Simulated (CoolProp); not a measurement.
Properties of octamethylcyclotetrasiloxane (D4) along the isobar 0.356 MPa (Tc = 586.5 K, pc = 1.347 MPa, ω = 0.598).

The numbers come from the reference Helmholtz-energy equation of state, Thol 2015 in CoolProp.

| T (K) | phase | density (kg/m³) | cp (kJ/(kg K)) | isothermal compressibility (1/MPa) | fugacity coefficient |
|---|---|---|---|---|---|
| 395.4 | liquid | 836.9 | 1.865 | 0.003706 | 0.05813 |
| 415.8 | liquid | ___ | 1.913 | 0.004635 | 0.1121 |
| 436.2 | liquid | 784.2 | 1.962 | 0.005917 | 0.1980 |
| 456.6 | liquid | 755.8 | 2.014 | 0.007765 | 0.3245 |
| 477.1 | liquid | 725.1 | 2.070 | 0.01062 | 0.4998 |
| 497.5 | liquid | 691.3 | 2.132 | 0.01539 | 0.7265 |
| 517.9 | gas | 29.67 | 1.904 | 3.521 | 0.8527 |
| 538.3 | gas | ___ | 1.933 | 3.359 | ___ |
| 558.7 | gas | 25.92 | 1.965 | 3.249 | 0.8896 |
| 579.2 | gas | 24.51 | 1.998 | 3.168 | 0.9038 |
| 599.6 | gas | 23.30 | 2.031 | 3.108 | 0.9158 |
| 620 | gas | ___ | 2.063 | ___ | 0.9261 |

Some entries are withheld; supply them.


- 415.8, density (kg/m³): 811.1
- 538.3, density (kg/m³): 27.60
- 538.3, fugacity coefficient: 0.8728
- 620, density (kg/m³): 22.23
- 620, isothermal compressibility (1/MPa): 3.061
